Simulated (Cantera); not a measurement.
**Stirred combustor or abatement burner**

A perfectly stirred reactor is fed with 9.17 % CH4, 19.1 % O2, 71.8 % N2, at 2.17 atm; it is adiabatic with a 350 K inlet, and is followed from long to short residence time, starting on the burning branch (τ in s: 0.46, 0.19, 0.075, 0.031, 0.012, 0.005, 0.002, 0.00083, 0.00034, 0.00014, 5.5e-05, 2.2e-05).

Computed with Cantera and GRI-Mech 3.0 (53 species, 325 reactions).

```
τ (s)    T (K)     x CH4     x O2    x NO2      x NO   x CO2    x HCN   x H2O
-------  -----  --------  -------  -------  --------  ------  -------  ------
0.46      2239   5.33e-7  0.00895  7.73e-7   0.00210  0.0862  9.39e-8   0.179
0.19      2238   1.24e-6  0.00924  6.20e-7   0.00166  0.0860  1.73e-7   0.179
0.075     2235   2.93e-6  0.00971  4.40e-7   0.00115  0.0856  2.84e-7   0.179
0.031     2227   6.31e-6   0.0104  2.99e-7  0.000761  0.0848  4.05e-7   0.178
0.012     2210   1.34e-5   0.0114  1.99e-7  0.000498  0.0832  5.58e-7   0.177
0.0050    2183   2.55e-5   0.0129  1.39e-7  0.000352  0.0808  7.29e-7   0.175
0.0020    2144   4.89e-5   0.0150  9.43e-8  0.000251  0.0774  9.50e-7   0.172
0.00083   2093   9.28e-5   0.0175  6.40e-8  0.000180  0.0734  1.21e-6   0.169
0.00034   2030  0.000187   0.0207  4.21e-8  0.000124  0.0685  1.56e-6   0.165
0.00014   1954  0.000414   0.0251  2.65e-8   7.87e-5  0.0622  2.07e-6   0.161
5.5e-5    1844   0.00130   0.0339  1.43e-8   3.74e-5  0.0505  3.23e-6   0.156
2.2e-5     350    0.0917    0.191   <1e-12    <1e-12  <1e-12   <1e-12  <1e-12
```
x: mole fraction; the columns are a selection and need not sum to one.
